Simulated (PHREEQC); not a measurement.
Make-up at 24 °C: 0.004 mol LiBr and 0.002 mol BaCl2 per kg of water. Closed to the air; pH follows from the charge balance.

The numbers come from PHREEQC with the ion-association model, phreeqc.dat.

```tsv
quantity	before	after
pH	7.01	6.20
BaOH+ (mol/kgw)	5.08e-10	7.50e-11
```

What was changed between the two runs?
A. diluted 5-fold with water
B. temperature from 24 to 90 °C
C. LiBr left out
D. LiBr replaced by LiOH at the same molality
E. temperature from 24 to 5 °C

B, temperature from 24 to 90 °C

No solid was allowed to form. Constants without temperature data keep their 25 °C values here.
